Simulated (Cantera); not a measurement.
Feed: 1 mol PbO, 0.049 mol O2, 1.1 mol N2, held at 825 °C and 1.00 bar.

Cantera equilibrium calculation (NASA polynomials, part measured and part estimated; ideal gas, pure solids and liquids). Candidate condensed phases: Pb, PbO, PbO2, Pb3O4; 12 gas species. Rates play no part.

Base state: N2 0.957, O2 0.0426, NO 4.14e-5 (mole fractions); condensed: PbO(yellow).

Task: What changes in the equilibrium state with this change: PbO replaced by HgO?

Result: 
```
species            before    after
----------------  -------  -------
N2                  0.957    0.415
Hg                      0    0.378
O2                 0.0426    0.207
NO                4.14e-5  6.02e-5
PbO(yellow), mol    1.000        0
```
Further candidate phases: Hg, HgO.
